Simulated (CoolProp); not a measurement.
Acetone along the isotherm 550 K: Z from the reference equation and from simpler models built on Tc = 508.1 K, pc = 46.92 bar, ω = 0.307; each cubic takes its own stable root.

Model: reference Helmholtz-energy equation of state, Lemmon 2006, in CoolProp. It is a short technical equation, of lower accuracy than the large ones.

| p (bar) | phase | reference | van der Waals | Redlich-Kwong | Peng-Robinson |
|---|---|---|---|---|---|
| 14.7 | gas | 0.9032 | 0.9182 | 0.9109 | 0.9052 |
| 29.3 | gas | 0.7992 | 0.8228 | 0.8115 | 0.8035 |
| 44 | gas | 0.6827 | ___ | 0.6935 | 0.6904 |
| 58.7 | supercritical | 0.5477 | 0.5158 | 0.5452 | 0.5645 |
| 73.3 | supercritical | 0.3925 | 0.4137 | 0.4181 | 0.4524 |
| 88 | supercritical | 0.3250 | 0.4372 | 0.4043 | 0.4135 |
| 103 | supercritical | 0.3315 | 0.4771 | ___ | 0.4183 |
| 117 | supercritical | 0.3514 | 0.5181 | 0.4504 | ___ |

Question: Complete the blanks.

Answer: 
- 44, van der Waals: 0.7011
- 103, Redlich-Kwong: 0.4240
- 117, Peng-Robinson: 0.4361
